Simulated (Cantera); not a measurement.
A freely propagating, adiabatic, planar premixed flame of H₂ : O₂ : N₂ = 1 : 0.45 : 1.34 (molar parts), unburnt at 525 K and 0.553 atm; mixture-averaged transport, grid criteria slope 0.08 and curve 0.16, no radiation.

Computed with Cantera and the H2/O2 subset of GRI-Mech 3.0, which has no nitrogen chemistry. Burning velocities carry a grid error of a few per cent, more on coarse grids.

x: mole fraction of selected species; z is measured from the peak of heat release.

| z (mm) | T (K) | u (m/s) | x H₂ | x O₂ | x H₂O₂ | x OH | x O | x HO₂ |
|---|---|---|---|---|---|---|---|---|
| -2.66 | 525 | 7.21 | 0.358 | 0.161 | <1e-8 | <1e-8 | <1e-8 | <1e-8 |
| -1.77 | 525 | 7.21 | 0.358 | 0.161 | <1e-8 | <1e-8 | <1e-8 | <1e-8 |
| -1.33 | 525 | 7.21 | 0.358 | 0.161 | <1e-8 | <1e-8 | <1e-8 | <1e-8 |
| -0.886 | 525 | 7.21 | 0.358 | 0.161 | <1e-8 | <1e-8 | <1e-8 | 7.93e-8 |
| -0.443 | 531 | 7.28 | 0.357 | 0.161 | 1.40e-6 | 1.88e-5 | 2.89e-6 | 0.000130 |
| -0.222 | (withheld) | 9.67 | 0.328 | 0.158 | 1.54e-5 | 0.000826 | 0.000240 | 0.000166 |
| 0 | (withheld) | 15.6 | 0.196 | 0.111 | 3.35e-6 | 0.00427 | 0.00721 | 6.22e-5 |
| 0.222 | (withheld) | 19.7 | 0.0856 | 0.0420 | 2.27e-6 | 0.0122 | 0.0153 | 2.16e-5 |
| 0.443 | (withheld) | 21.4 | 0.0714 | 0.0284 | 1.38e-6 | 0.0161 | 0.0158 | 1.29e-5 |
| 0.886 | (withheld) | 23.2 | 0.0722 | 0.0240 | 7.28e-7 | 0.0195 | 0.0143 | 9.13e-6 |
| 1.77 | (withheld) | 25.0 | 0.0726 | 0.0202 | 3.90e-7 | 0.0221 | 0.0119 | 6.38e-6 |
| 3.54 | 2204 | 26.8 | 0.0707 | 0.0162 | 2.37e-7 | 0.0233 | 0.00901 | 4.36e-6 |
| 7.09 | 2369 | 28.4 | 0.0667 | 0.0123 | 1.77e-7 | 0.0227 | 0.00622 | 3.13e-6 |

### Question
Some entries are withheld; supply them.

### Answer

- -0.222, T (K): 720
- 0, T (K): 1207
- 0.222, T (K): 1542
- 0.443, T (K): 1690
- 0.886, T (K): 1852
- 1.77, T (K): 2027
